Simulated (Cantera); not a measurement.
A perfectly stirred reactor is fed with CH4 : H2 : O2 : N2 = 1 : 0.61 : 2.56 : 10.5 (molar parts), at 2400 Torr; it is adiabatic with a 675 K inlet, and is followed from long to short residence time, starting on the burning branch (τ in s: 0.039, 0.02, 0.011, 0.0056, 0.0029, 0.0015, 0.00079, 0.00041, 0.00022, 0.00011, 5.9e-05, 3.1e-05, 1.6e-05).

Cantera simulation using GRI-Mech 3.0 (53 species, 325 reactions); the numbers are that mechanism's predictions, not measurements.

Question: What does this change do: pressure from 2400 Torr to 975 Torr?

Answer: 
```tsv
quantity	before	after
blow-out, bracketed by the residence times tried	burning at 16.0 µs, the shortest tried	burning at 31.0 µs, out at 16.0 µs
x(CH4) at τ = 39.0 ms	1.81e-6	3.24e-6
x(H2) at τ = 39.0 ms	0.00196	0.00292
x(O2) at τ = 39.0 ms	0.0182	0.0196
x(H2O) at τ = 39.0 ms	0.176	0.174
x(HO2) at τ = 39.0 ms	2.61e-6	2.09e-6
x(CH4) at τ = 0.790 ms	4.61e-5	6.56e-5
x(H2) at τ = 0.790 ms	0.00483	0.00890
x(O2) at τ = 0.790 ms	0.0228	0.0270
x(H2O) at τ = 0.790 ms	0.171	0.162
x(HO2) at τ = 0.790 ms	5.68e-6	5.80e-6
```

Question: What does this change do: inlet temperature 675 to 498 K?

Answer: 
```tsv
quantity	before	after
blow-out, bracketed by the residence times tried	burning at 16.0 µs, the shortest tried	burning at 31.0 µs, out at 16.0 µs
x(CH4) at τ = 39.0 ms	1.81e-6	3.06e-6
x(H2) at τ = 39.0 ms	0.00196	0.00116
x(O2) at τ = 39.0 ms	0.0182	0.0181
x(H2O) at τ = 39.0 ms	0.176	0.178
x(HO2) at τ = 39.0 ms	2.61e-6	1.96e-6
x(CH4) at τ = 0.790 ms	4.61e-5	6.16e-5
x(H2) at τ = 0.790 ms	0.00483	0.00433
x(O2) at τ = 0.790 ms	0.0228	0.0225
x(H2O) at τ = 0.790 ms	0.171	0.172
x(HO2) at τ = 0.790 ms	5.68e-6	6.78e-6
```

Question: What does this change do: 1.4 parts H2O added?

Answer: 
```
quantity                                                                          before                               after
------------------------------------------------  --------------------------------------  ----------------------------------
blow-out, bracketed by the residence times tried  burning at 16.0 µs, the shortest tried  burning at 31.0 µs, out at 16.0 µs
x(CH4) at τ = 39.0 ms                                                            1.81e-6                             3.11e-6
x(H2) at τ = 39.0 ms                                                             0.00196                             0.00142
x(O2) at τ = 39.0 ms                                                              0.0182                              0.0166
x(H2O) at τ = 39.0 ms                                                              0.176                               0.251
x(HO2) at τ = 39.0 ms                                                            2.61e-6                             1.98e-6
x(CH4) at τ = 0.790 ms                                                           4.61e-5                             6.55e-5
x(H2) at τ = 0.790 ms                                                            0.00483                             0.00498
x(O2) at τ = 0.790 ms                                                             0.0228                              0.0205
x(H2O) at τ = 0.790 ms                                                             0.171                               0.244
x(HO2) at τ = 0.790 ms                                                           5.68e-6                             6.95e-6
```
